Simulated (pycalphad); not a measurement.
Source of the numbers: pycalphad with the COST 507 light-alloy database (1999); pressure 1 atm. These are 1990s assessments: newer ones move some temperatures and phases. Phase fractions are per mole of atoms.

Give the equilibrium state of Al-0.35Si-5.89Fe (at.%) at 900 K.


```
T = 900.00 K, P = 101325 Pa, N = 1 mol of atoms
G = -41859 J/mol, H = 10071 J/mol, S = 57.70 J/(mol K)  (SER reference)
chemical potentials (J/mol): Al -35889, Si -39395, Fe -137029
phase             fraction      x(Al)      x(Si)      x(Fe)
FCC_A1              0.7518     0.9963     0.0036   0.000173
AL13FE4             0.2468     0.7600     0.0029     0.2370
ALFESI_ALPHA        0.0014     0.7383     0.0717     0.1900
```

Give the equilibrium state of Al-0.35Si-5.89Fe (at.%) at 950 K.


```
T = 950.00 K, P = 101325 Pa, N = 1 mol of atoms
G = -45061 J/mol, H = 20413 J/mol, S = 68.92 J/(mol K)  (SER reference)
chemical potentials (J/mol): Al -39166, Si -61843, Fe -137902
phase             fraction      x(Al)      x(Si)      x(Fe)
LIQUID              0.7897     0.9843     0.0043     0.0114
AL13FE4             0.2103     0.7621   0.000411     0.2375
```

Database names, with the compositions (at.%) that they take in these runs: AL13FE4: Al 76 Fe 24; ALFESI_ALPHA: Al 74 Fe 19 Si 7. FCC_A1 is fcc.
